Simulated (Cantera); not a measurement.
A closed system holds: 1 mol Si, 4.5 mol Cl2, held at 1623 K and 12000 Pa.

These are equilibrium values from Cantera (NASA tables, ideal gas, pure condensed phases), not measurements of a reactor. Candidate condensed phases: Si; 9 gas species. The tables' values for SiCl3 are old estimates; treat these amounts as uncertain. Rates play no part.

Question: What is the equilibrium state?

Answer: 
| Item | Result |
|---|---|
| x(Cl2) | 0.495 |
| x(Cl) | 0.255 |
| x(SiCl4) | 0.249 |
| x(SiCl3) | 0.000158 |
| gas amount | 4.013 mol |
| log10 activity of Si(s) (absent) | -13.60 |
